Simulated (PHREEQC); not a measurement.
A solution holds 0.6 mol/kgw KCl, 0.22 mol/kgw BaCl2 and 0.28 mol/kgw MgCl2, at 25 °C. It is in equilibrium with CO2 at log p = -2 (atm). Otherwise closed; pH follows from the charge balance.

Model: Pitzer model, pitzer.dat, run in PHREEQC.

| quantity | before | after |
|---|---|---|
| pH | 4.70 | 4.75 |
| CO2 (mol/kgw) | 0.000293 | 0.000229 |
| HCO3- (mol/kgw) | 1.83e-5 | 1.73e-5 |
| MgOH+ (mol/kgw) | 7.09e-9 | 1.71e-8 |
| MgCO3 (mol/kgw) | 1.34e-9 | 1.76e-9 |
| CO3-2 (mol/kgw) | 1.29e-9 | 1.67e-9 |
| SI of Magnesite (MgCO3) | -3.97 | -3.88 |
| SI of Bischofite (MgCl2:6H2O) | -5.83 | -5.74 |

**Question.** Which change was made?
A. diluted 100-fold with water
B. temperature from 25 to 35 °C
C. KCl left out
D. MgCl2 from 0.28 to 0.14 mol/kgw
E. BaCl2 from 0.22 to 0.44 mol/kgw

**Answer.** B, temperature from 25 to 35 °C

No solid was allowed to form. In brines, pH and single-ion activities rest on the MacInnes convention.
